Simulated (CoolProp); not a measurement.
Vapour-liquid equilibrium of ethane (1) + C2F6 (R116) (2) at 246.3 K; x and y are mole fractions of (1).

The numbers come from the multi-fluid Helmholtz-energy mixture model, Bücker 2006 and Lemmon 2006; pair parameters Bell 2016 in CoolProp.

Task: Give the bubble pressure and the first vapour's composition at x = 0.35, 0.65, 0.95. Is there an azeotrope?

Result: x = 0.35: 1.302 MPa, y = 0.495; x = 0.65: 1.412 MPa, y = 0.659; x = 0.95: 1.262 MPa, y = 0.899. y crosses x between x = 0.65 and 0.8: the model has an azeotrope there.

Pair parameters are fitted to limited data, so mixtures are less certain than the pure fluids.
